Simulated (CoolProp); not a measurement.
Fluoroethane (R161) along the isobar 0.358 MPa: fugacity coefficient from the reference equation and from simpler models built on Tc = 375.2 K, pc = 5.010 MPa, ω = 0.216; each cubic takes its own stable root.

Values from CoolProp's reference Helmholtz-energy equation of state, Wu 2012.

```
T (K)  phase  reference  van der Waals  Peng-Robinson
-----  -----  ---------  -------------  -------------
304.8    gas     0.9498         0.9654         0.9507
312.7    gas     0.9540         0.9674         0.9541
320.5    gas     0.9576         0.9692         0.9572
328.3    gas     0.9609         0.9709         0.9600
336.1    gas     0.9638         0.9724         0.9627
343.9    gas     0.9665         0.9739         0.9651
351.8    gas     0.9689         0.9753         0.9673
359.6    gas     0.9711         0.9765         0.9694
367.4    gas     0.9731         0.9777         0.9713
375.2    gas     0.9749         0.9788         0.9731
383      gas     0.9765         0.9798         0.9747
390.9    gas     0.9780         0.9808         0.9763
398.7    gas     0.9794         0.9817         0.9777
```
